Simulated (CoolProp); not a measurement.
Properties of trans-2-butene at several states (Tc = 428.6 K, pc = 4.019 MPa, ω = 0.210).

Computed with CoolProp (reference Helmholtz-energy equation of state, Lemmon 2005). It is a short technical equation, of lower accuracy than the large ones.

| T (K) | p (MPa) | phase | Z | cv (kJ/(kg K)) | speed of sound (m/s) | Joule-Thomson coefficient (K/MPa) | isothermal compressibility (1/MPa) | expansivity (1/kK) |
|---|---|---|---|---|---|---|---|---|
| 386.8 | 0.519 | gas | 0.9337 | 1.776 | 235.4 | 13.17 | 2.072 | 3.238 |
| 199.3 | 12.1 | liquid | 0.5747 | 1.394 | 1537 | -0.5161 | 0.0008473 | 1.344 |
| 499.6 | 1 | gas | 0.9468 | 2.153 | 268.6 | 6.038 | 1.058 | 2.406 |
| 399.6 | 0.143 | gas | 0.9843 | 1.796 | 249.9 | 11.14 | 7.106 | 2.636 |
